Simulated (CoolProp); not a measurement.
n-perfluoropentane at 462.5 K and 0.582 MPa is throttled through a valve to 0.407 MPa with no heat exchange. Each further row changes one setting.

Model: reference Helmholtz-energy equation of state, Gao 2022, in CoolProp.

| case | temperature change (K) | final density (kg/m³) |
|---|---|---|
| as stated | ___ | ___ |
| outlet pressure 0.122 MPa | ___ | 9.33 |
| outlet pressure 0.529 MPa | -0.3 | 42.4 |

Q: What belongs in the gaps?

A: 
- as stated, temperature change (K): -1.1
- as stated, final density (kg/m³): 32.1
- outlet pressure 0.122 MPa, temperature change (K): -2.8
